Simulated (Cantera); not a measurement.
Cantera run:

```python
import numpy as np
import cantera as ct

gas_names = """
    C CN CO CO2 C2 CCN CNC C2N2 C2O C3 C3O2 C4 C4N2 C5 Fe FeC5O5 FeO N NCO NO NO2 NO3 N2 N2O O O2 O3
""".split()
cond_names = """
    C(gr) Fe(a) Fe(c) Fe(d) Fe(L) FeC5O5(L) FeO(s) FeO(L) Fe2O3(s) Fe3O4(s)
""".split()


# ... load() reads the species with a 1 bar reference pressure and builds the phases ...
atoms = {
    'Fe(CO)5': {'Fe': 1, 'C': 5, 'O': 5},
    'N2': {'N': 2},
}
top_T = {'C(gr)': 4500, 'Fe2O3(s)': 1830, 'Fe3O4(s)': 1870}  # K; cautious upper limits of use, not melting points


# ... equilibrate(T, P, feed) seeds the gas with the atoms and calls Mixture.equilibrate('TP', solver="vcs", rtol=1e-11, max_steps=5000) ...
results = []
T = 1575  # K
P = 5500  # Pa
for m in [0.11, 0.22, 0.42, 0.8, 1.5, 2.9, 5.6, 11, 21, 39]:
    feed = {'Fe(CO)5': 1, 'N2': m}  # mol
    mix = equilibrate(T, P, feed)
    results.append((T, P, feed, dict(zip(mix.species_names, mix.species_moles))))

top = {s: max(r[3][s] / sum(r[3][g] for g in gas_names) for r in results) for s in gas_names}
cols = sorted((s for s in top if top[s] > 0.0001), key=lambda s: -top[s])[:9]
seen = [c for c in cond_names if any(r[3].get(c, 0) > 1e-12 for r in results)]
print("log10 of partial pressures in bar; condensed amounts in mol")
print(f"{'n(N2)':>10s}" + "".join(f"{s[:9]:>10s}" for s in cols + seen))
for T, P, feed, n in results:
    ng = sum(n[g] for g in gas_names)
    print(f"{feed['N2']:10.4g}" + "".join(f"{np.log10(max(n[s] / ng * P / 1e5, 1e-99)):10.3f}" for s in cols)
          + "".join(f"{n.get(c, 0):10.4g}" for c in seen))
```

Result:

```
log10 of partial pressures in bar; condensed amounts in mol
     n(N2)        CO        N2     C(gr)     Fe(c)
      0.11    -1.269    -2.927 9.518e-05    0.9999
      0.22    -1.278    -2.635 9.317e-05    0.9999
      0.42    -1.295    -2.370 8.973e-05    0.9999
       0.8    -1.324    -2.120 8.384e-05    0.9999
       1.5    -1.374    -1.896 7.479e-05    0.9999
       2.9    -1.458    -1.695  6.15e-05    0.9999
       5.6    -1.586    -1.537 4.574e-05    0.9999
        11    -1.765    -1.422 3.012e-05    0.9998
        21    -1.976    -1.352 1.818e-05    0.9997
        39    -2.204    -1.312 1.008e-05    0.9995
```

Method: chemical equilibrium by Gibbs-energy minimisation in Cantera with the NASA 1993 tables (ideal gas, pure condensed phases).
